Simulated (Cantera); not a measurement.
**Ammonia decomposition in nitride growth gas**

A perfectly stirred reactor is fed with NH3 : N2 = 1 : 0.83 (molar parts), at 0.0345 atm; it is held at 2300 K, and followed from long to short residence time.

Detailed kinetics in Cantera: the gas-phase N/H chemistry of the illustrative SiF4/NH3 mechanism in the Surface Chemkin manual (1991). Walls and surfaces, which speed up NH3 decomposition in real reactors, are not modelled.

| τ (s) | x NH3 | x N2H2 | x N2H4 | x NH2 | x H2 | x H | x N |
|---|---|---|---|---|---|---|---|
| 16 | 7.55e-5 | 2.87e-9 | <1e-12 | 1.25e-5 | 0.509 | 0.0268 | 3.48e-5 |
| 5.2 | 0.00131 | 3.61e-8 | 8.70e-12 | 6.65e-5 | 0.522 | 0.00842 | 1.73e-5 |
| 1.7 | 0.0109 | 1.95e-7 | 9.96e-11 | 0.000225 | 0.517 | 0.00337 | 9.31e-6 |
| 0.55 | 0.0380 | 6.89e-7 | 5.08e-10 | 0.000507 | 0.491 | 0.00208 | 8.48e-6 |
| 0.18 | 0.102 | 2.08e-6 | 1.99e-9 | 0.00100 | 0.429 | 0.00134 | 8.29e-6 |
| 0.058 | 0.226 | 5.29e-6 | 6.17e-9 | 0.00177 | 0.309 | 0.000772 | 7.60e-6 |
| 0.019 | 0.373 | 9.84e-6 | 1.36e-8 | 0.00262 | 0.166 | 0.000379 | 5.74e-6 |
| 0.0062 | 0.476 | 1.30e-5 | 2.22e-8 | 0.00335 | 0.0659 | 0.000158 | 2.93e-6 |
| 0.0020 | 0.523 | 1.22e-5 | 2.60e-8 | 0.00363 | 0.0201 | 5.50e-5 | 9.14e-7 |
| 0.00065 | 0.540 | 6.55e-6 | 1.64e-8 | 0.00288 | 0.00456 | 1.58e-5 | 2.05e-7 |
x: mole fraction; the columns are a selection and need not sum to one.
